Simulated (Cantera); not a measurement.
**Transport properties of process gases**

Gas mixture: 100 % NO, at 89.0 Pa, frozen composition.

Cantera's kinetic-theory transport with the Lennard-Jones parameters of GRI-Mech 3.0, ideal gas; thermal conductivity in the mixture-averaged form.

| T (K) | ρ (kg/m³) | cp (J/kg/K) | μ (µPa s) | λ (mW/m/K) | Pr | D (cm²/s) CH₃ | D (cm²/s) N₂ | D (cm²/s) CO₂ |
|---|---|---|---|---|---|---|---|---|
| 400 | 0.000803 | 998.6 | 23.1 | 32.4 | 0.712 | 422 | 386 | 297 |
| 500 | 0.000642 | 1016 | 27.0 | 38.8 | 0.708 | 621 | 565 | 441 |
| 600 | 0.000535 | 1041 | 30.6 | 45.1 | 0.706 | 849 | 770 | 607 |
| 700 | 0.000459 | 1067 | 34.0 | 51.3 | 0.707 | 1100 | 999 | 791 |
| 800 | 0.000401 | 1092 | 37.1 | 57.3 | 0.708 | 1380 | 1250 | 994 |
| 900 | 0.000357 | 1114 | 40.1 | 63.0 | 0.708 | 1680 | 1520 | 1210 |
D: mixture-averaged diffusion coefficient of that species in the mixture.
